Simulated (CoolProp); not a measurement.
Values from CoolProp's reference Helmholtz-energy equation of state, Lemmon 2006. It is a short technical equation, of lower accuracy than the large ones.

### Question
For carbon monoxide, give the phase and the Joule-Thomson coefficient (K/MPa), isothermal compressibility (1/MPa) at 86.9 K and 31.1 MPa; 86.9 K and 35 MPa.

### Answer
- 86.9 K and 31.1 MPa: liquid; Joule-Thomson coefficient -0.414, isothermal compressibility 0.00186
- 86.9 K and 35 MPa: liquid; Joule-Thomson coefficient -0.420, isothermal compressibility 0.00175
